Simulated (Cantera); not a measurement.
## Equilibrium for carbothermic reduction: PbO + CO + H₂

Feed: 1 mol PbO, 1 mol CO, 8.7 mol H₂.

Equilibrium computed with Cantera from the NASA thermochemical tables; the gas is ideal and each condensed phase is pure. Candidate condensed phases: C, C₆H₆, C₇H₈, C₈H₁₈, H₂O, Pb, PbO, PbO₂, Pb₃O₄; 113 gas species. Kinetics and transport are ignored.

Stable condensed phases:

```
T in K \ P in Pa
              10      68     460    3200   22000  150000 1000000
   1325        A       A       A       A       B       B       B
   1300        A       A       A       B       B       B       B
   1275        A       A       A       B       B       B       B
   1250        A       A       A       B       B       B       B
   1225        A       A       A       B       B       B       B
   1200        A       A       A       B       B       B       B
   1175        A       A       A       B       B       B       B
   1150        A       A       B       B       B       B       B
   1125        A       A       B       B       B       B       B
   1100        A       A       B       B       B       B       B
   1075        A       A       B       B       B       B       B
   1050        A       B       B       B       B       B       B
```

A: gas only; B: Pb.
